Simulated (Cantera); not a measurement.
# Counterflow diffusion flame

A counterflow diffusion flame at 1.01 bar, nozzles 20 mm apart: fuel side 100 % H2 at 525 K, oxidiser side 20.0 % O2, 80.0 % N2 at 550 K, fuel mass flux 0.28 times the oxidiser's; mixture-averaged transport, no radiation.

Computed with Cantera and the H2/O2 subset of GRI-Mech 3.0, which has no nitrogen chemistry. The maximum strain rate includes the flame's own expansion and is several times the mean.

```tsv
oxidiser flux (kg/m²/s)	max strain (1/s)	mean strain (1/s)	T max (K)	peak x OH	peak x H	peak x H2O	peak x HO2
0.61	948	230	2426	0.0200	0.0182	0.264	5.38e-5
0.77	1180	291	2394	0.0201	0.0198	0.262	6.29e-5
0.99	1510	374	2358	0.0201	0.0216	0.259	7.26e-5
1.3	1970	491	2328	0.0205	0.0239	0.257	8.38e-5
1.6	2420	604	2290	0.0203	0.0254	0.256	9.22e-5
2	3010	755	2250	0.0201	0.0273	0.254	0.000102
2.6	3870	981	2205	0.0198	0.0298	0.252	0.000115
3.3	4880	1250	2163	0.0195	0.0322	0.250	0.000126
4.2	6210	1590	2119	0.0191	0.0348	0.248	0.000138
```
x: mole fraction; the columns are a selection and need not sum to one.
